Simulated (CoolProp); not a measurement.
Propylene at 298.15 K and 0.836 MPa flows at 3.7 m/s in a round tube of 10 mm bore and 45 µm roughness, fully developed (64/Re and Nu = 3.66 if laminar; Colebrook and Gnielinski if turbulent). Each further row changes one setting.

The numbers come from the reference Helmholtz-energy equation of state, Lemmon 2013 in CoolProp.

```
case              Reynolds number  Darcy friction factor  pressure drop (Pa/m)  heat-transfer coefficient (W/(m² K))  mass flow (kg/h)
----------------  ---------------  ---------------------  --------------------  ------------------------------------  ----------------
as stated                   69600                 0.0308                   345                            (withheld)              17.1
velocity 7.4 m/s           139000                 0.0302            (withheld)                            (withheld)        (withheld)
diameter 20 mm             139000             (withheld)            (withheld)                            (withheld)        (withheld)
```

Q: Some entries are withheld; supply them.

A: 
- as stated, heat-transfer coefficient (W/(m² K)): 441
- velocity 7.4 m/s, pressure drop (Pa/m): 1350
- velocity 7.4 m/s, heat-transfer coefficient (W/(m² K)): 869
- velocity 7.4 m/s, mass flow (kg/h): 34.2
- diameter 20 mm, Darcy friction factor: 0.0253
- diameter 20 mm, pressure drop (Pa/m): 142
- diameter 20 mm, heat-transfer coefficient (W/(m² K)): 362
- diameter 20 mm, mass flow (kg/h): 68.5

Viscosity comes from a separate model (Huber 2003), an estimate that may be off by 10 % or more. Thermal conductivity comes from a separate model (Huber 2003), an estimate that may be off by 10 % or more.
